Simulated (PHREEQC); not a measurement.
Dissolve 0.3 mol/kgw NaOH, 0.00033 mol/kgw H3AsO4 and 4.8e-05 mol/kgw NiSO4 at 20 °C. Closed to the air; pH follows from the charge balance.

Equilibrium calculation in PHREEQC: ion-association model, wateq4f.dat.

```json
{
  "pH": "13.48",
  "ionic_strength": "0.301 mol/kgw",
  "activity_of_water": "0.990",
  "total_alkalinity": "300 meq/kg"
}
```

| species | molality | activity | log γ |
|---|---|---|---|
| Na+ | 0.300 | 0.218 | -0.139 |
| OH- | 0.299 | 0.202 | -0.170 |
| AsO4-3 | 0.000329 | 2.07e-5 | -1.202 |
| Ni(OH)3- | 4.79e-5 | 3.52e-5 | -0.134 |
| SO4-2 | 3.50e-5 | 8.87e-6 | -0.597 |
| NaSO4- | 1.30e-5 | 9.38e-6 | -0.141 |
| HAsO4-2 | 1.19e-6 | 3.48e-7 | -0.534 |
| Ni(OH)2 | 1.11e-7 | 1.18e-7 | 0.030 |

Precipitation was switched off in this run. Saturation is exceeded, for instance for Ni(OH)2; the values hold only as long as no solid forms. Species that the database lacks are ignored. The database has no arsenate complexes of Ni.
